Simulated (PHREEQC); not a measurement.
A solution holds 0.051 mol CuSO4 and 0.28 mol H2SO4 per kg of water, at 10 °C. Closed to the air; pH follows from the charge balance.

Equilibrium calculation in PHREEQC: ion-association model, wateq4f.dat.

Precipitation was switched off in this run.

Question: What pH, activity of water does the model give?

Answer: pH 0.64; activity of water 0.989.

Question: In which forms is Cu present?

Answer: Cu+2 68 %, CuSO4 32 % of the Cu.

Species that the database lacks are ignored. Away from 25 °C the constants follow the database's enthalpies or fits; those with neither stay at their 25 °C values.
